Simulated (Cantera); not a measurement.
# Adiabatic ignition

An adiabatic, constant-pressure homogeneous reactor starts with 15.2 % CH4, 17.9 % O2, 67.0 % N2, equivalence ratio 1.7, at 1725 K and 1.00 bar.

Cantera simulation using GRI-Mech 3.0 (53 species, 325 reactions); the numbers are that mechanism's predictions, not measurements.

```csv
t (s),T (K),x CH4,x O2,x H2O,x HCO,x CO2
8.00e-6,1725,0.151,0.179,1.45e-5,2.75e-10,3.78e-9
1.50e-5,1725,0.151,0.179,4.01e-5,1.42e-9,2.43e-8
2.81e-5,1724,0.151,0.179,0.000127,8.78e-9,1.81e-7
5.28e-5,1724,0.150,0.178,0.000464,6.71e-8,1.58e-6
9.90e-5,1730,0.147,0.177,0.00230,7.11e-7,1.79e-5
0.000186,1905,0.0965,0.139,0.0404,4.79e-5,0.00110
0.000348,2766,<1e-12,0.000725,0.145,2.55e-7,0.0225
0.000653,2764,<1e-12,0.000716,0.145,2.55e-7,0.0225
0.00122,2763,<1e-12,0.000702,0.145,2.54e-7,0.0224
0.00230,2761,1.01e-12,0.000687,0.145,2.54e-7,0.0223
0.00431,2760,1.02e-12,0.000678,0.145,2.53e-7,0.0223
0.00808,2760,1.03e-12,0.000677,0.145,2.53e-7,0.0223
0.0152,2760,1.03e-12,0.000677,0.145,2.53e-7,0.0223
0.0284,2760,1.03e-12,0.000677,0.145,2.53e-7,0.0223
0.0533,2760,1.03e-12,0.000677,0.145,2.53e-7,0.0223
0.100,2760,1.03e-12,0.000677,0.145,2.53e-7,0.0223
```
x: mole fraction; the columns are a selection and need not sum to one.

```json
{
  "time_of_steepest_temperature_rise": "0.205 ms",
  "temperature at 0.100 s": "2760 K",
  "equilibrium_temperature": "2760 K",
  "x(CH4) at 0.100 s": "1.03e-12 (gas-phase equilibrium 1.19e-12)",
  "x(O2) at 0.100 s": "0.000677 (gas-phase equilibrium 0.000677)",
  "x(H2O) at 0.100 s": "0.145 (gas-phase equilibrium 0.145)"
}
```
